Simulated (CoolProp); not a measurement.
Vapour-liquid equilibrium of isohexane (1) + n-hexane (2) at 300.9 K; x and y are mole fractions of (1).

The numbers come from the multi-fluid Helmholtz-energy mixture model, Lemmon 2006 and Thol 2019; pair parameters Bell 2016 in CoolProp.

```json
[
 {"x": "0.05", "bubble pressure (MPa)": "0.02318", "y at the bubble point": "0.070", "dew pressure at overall composition x (MPa)": "0.02304", "liquid density (mol/L)": "7.565"},
 {"x": "0.125", "bubble pressure (MPa)": "0.02391", "y at the bubble point": "0.169", "dew pressure at overall composition x (MPa)": "0.02358", "liquid density (mol/L)": "7.559"},
 {"x": "0.2", "bubble pressure (MPa)": "0.02463", "y at the bubble point": "0.261", "dew pressure at overall composition x (MPa)": "0.02415", "liquid density (mol/L)": "7.553"},
 {"x": "0.275", "bubble pressure (MPa)": "0.02535", "y at the bubble point": "0.349", "dew pressure at overall composition x (MPa)": "0.02474", "liquid density (mol/L)": "7.547"},
 {"x": "0.35", "bubble pressure (MPa)": "0.02605", "y at the bubble point": "0.431", "dew pressure at overall composition x (MPa)": "0.02536", "liquid density (mol/L)": "7.541"},
 {"x": "0.425", "bubble pressure (MPa)": "0.02674", "y at the bubble point": "0.508", "dew pressure at overall composition x (MPa)": "0.02600", "liquid density (mol/L)": "7.536"},
 {"x": "0.5", "bubble pressure (MPa)": "0.02742", "y at the bubble point": "0.582", "dew pressure at overall composition x (MPa)": "0.02667", "liquid density (mol/L)": "7.530"},
 {"x": "0.575", "bubble pressure (MPa)": "0.02808", "y at the bubble point": "0.651", "dew pressure at overall composition x (MPa)": "0.02736", "liquid density (mol/L)": "7.525"},
 {"x": "0.65", "bubble pressure (MPa)": "0.02873", "y at the bubble point": "0.718", "dew pressure at overall composition x (MPa)": "0.02807", "liquid density (mol/L)": "7.519"},
 {"x": "0.725", "bubble pressure (MPa)": "0.02937", "y at the bubble point": "0.782", "dew pressure at overall composition x (MPa)": "0.02880", "liquid density (mol/L)": "7.514"},
 {"x": "0.8", "bubble pressure (MPa)": "0.02999", "y at the bubble point": "0.844", "dew pressure at overall composition x (MPa)": "0.02955", "liquid density (mol/L)": "7.509"},
 {"x": "0.875", "bubble pressure (MPa)": "0.03060", "y at the bubble point": "0.904", "dew pressure at overall composition x (MPa)": "0.03031", "liquid density (mol/L)": "7.504"},
 {"x": "0.95", "bubble pressure (MPa)": "0.03120", "y at the bubble point": "0.962", "dew pressure at overall composition x (MPa)": "0.03108", "liquid density (mol/L)": "7.499"}
]
```

No azeotrope shows between x = 0.05 and 0.95.

The pair parameters rest on a limited set of measurements; away from them the model extrapolates.
